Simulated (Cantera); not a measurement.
# Low-pressure radical oxidation in H2/O2

A perfectly stirred reactor is fed with 8.00 % H2, 92.0 % O2, at 24.8 Torr; it is held at 1048 K, and followed from long to short residence time.

Detailed kinetics in Cantera: the H2/O2 subset of GRI-Mech 3.0, which has no nitrogen chemistry. Radical loss at walls, strong at low pressure, is not modelled. The temperature is held fixed by assumption; the heat of reaction is taken as removed at once.

| τ (s) | x H2 | x O2 | x H2O | x H | x H2O2 | x OH | x HO2 |
|---|---|---|---|---|---|---|---|
| 2.6 | 0.000199 | 0.916 | 0.0830 | 1.47e-5 | 2.37e-7 | 0.000254 | 3.42e-6 |
| 1.3 | 0.000302 | 0.916 | 0.0829 | 2.94e-5 | 2.78e-7 | 0.000325 | 4.56e-6 |
| 0.65 | 0.000455 | 0.916 | 0.0826 | 5.85e-5 | 3.24e-7 | 0.000417 | 5.94e-6 |
| 0.32 | 0.000686 | 0.915 | 0.0823 | 0.000118 | 3.75e-7 | 0.000542 | 7.62e-6 |
| 0.16 | 0.00102 | 0.915 | 0.0817 | 0.000233 | 4.32e-7 | 0.000706 | 9.50e-6 |
| 0.078 | 0.00153 | 0.914 | 0.0809 | 0.000469 | 4.96e-7 | 0.000934 | 1.16e-5 |
| 0.038 | 0.00228 | 0.912 | 0.0797 | 0.000933 | 5.67e-7 | 0.00124 | 1.38e-5 |
| 0.019 | 0.00336 | 0.910 | 0.0778 | 0.00178 | 6.39e-7 | 0.00163 | 1.59e-5 |
| 0.0094 | 0.00498 | 0.907 | 0.0749 | 0.00331 | 7.11e-7 | 0.00213 | 1.76e-5 |
x: mole fraction; the columns are a selection and need not sum to one.
